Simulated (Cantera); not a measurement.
What does this Cantera script print?

```python
import numpy as np
import cantera as ct

gas = ct.Solution("gri30.yaml")
gas.TPX = 1150, 101325, {'N2O': 1}
inlet = ct.Reservoir(gas, clone=True)

reactor = ct.IdealGasConstPressureReactor(gas, energy="off", clone=False)
exhaust = ct.Reservoir(gas, clone=True)
tau = [1.6, 0.32, 0.063, 0.013, 0.0025, 0.0005, 0.0001][0]
for a, b in ((inlet, reactor), (reactor, exhaust)):
    ct.MassFlowController(a, b, mdot=lambda t: reactor.mass / tau)
net = ct.ReactorNet([reactor])
show = ['N2O', 'NO', 'O', 'O2', 'N2', 'NO2']

rows = []
print(f"{'tau/s':>10s}{'T/K':>9s}" + "".join(f"{s:>11s}" for s in show))
for tau in [1.6, 0.32, 0.063, 0.013, 0.0025, 0.0005, 0.0001]:
    net.initial_time = 0.0
    net.advance(30 * tau)
    before = gas.X
    net.advance(40 * tau)
    drift = np.max(np.abs(gas.X - before) / (gas.X + 1e-9))
    rows.append([gas.T, *gas[show].X, drift])
    print(f"{tau:10.3e}{gas.T:9.1f}" + "".join(f"{x:11.3e}" for x in gas[show].X))
```

Result:

```
     tau/s      T/K        N2O         NO          O         O2         N2        NO2
 1.600e+00   1150.0  6.752e-01  1.668e-02  6.377e-07  9.975e-02  2.081e-01  2.050e-04
 3.200e-01   1150.0  9.070e-01  5.138e-03  7.308e-07  2.840e-02  5.945e-02  5.884e-05
 6.300e-02   1150.0  9.799e-01  1.135e-03  7.565e-07  6.135e-03  1.285e-02  9.746e-06
 1.300e-02   1150.0  9.958e-01  2.405e-04  7.612e-07  1.290e-03  2.703e-03  9.410e-07
 2.500e-03   1150.0  9.992e-01  4.649e-05  7.603e-07  2.486e-04  5.213e-04  4.676e-08
 5.000e-04   1150.0  9.998e-01  9.210e-06  7.520e-07  4.922e-05  1.038e-04  1.959e-09
 1.000e-04   1150.0  1.000e+00  1.746e-06  7.128e-07  9.331e-06  2.025e-05  7.141e-11
```

Cantera simulation using GRI-Mech 3.0 (53 species, 325 reactions); the numbers are that mechanism's predictions, not measurements. GRI-Mech 3.0 was tuned for natural gas; its chemistry of N2O as a main component is partial and can be far from experiment. The mechanism lacks the step 2 NO + O2 → 2 NO2, which can matter for NO2 below about 1400 K. The temperature is held fixed by assumption; the heat of reaction is taken as removed at once.
